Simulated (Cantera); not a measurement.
Input: 1 mol SiCl4, 0.78 mol Cl2, 22 mol N2, held at 360 Pa.

Equilibrium computed with Cantera from the NASA thermochemical tables; the gas is ideal and each condensed phase is pure. Candidate condensed phases: Si, Si3N4; 13 gas species. The tables' values for SiCl3 are old estimates; treat these amounts as uncertain. Kinetics and transport are ignored. All values below are at 1398 K.

Base state: N2 0.904, Cl 0.0453, SiCl4 0.0411, Cl2 0.00943, SiCl3 4.55e-5 (mole fractions); condensed: gas only.

Task: What changes in the equilibrium state with this change: pressure from 360 Pa to 1000 Pa?

Result: 
```
species   before    after
-------  -------  -------
N2         0.904    0.909
SiCl4     0.0411   0.0413
Cl        0.0453   0.0344
Cl2      0.00943   0.0151
SiCl3    4.55e-5  2.17e-5
```
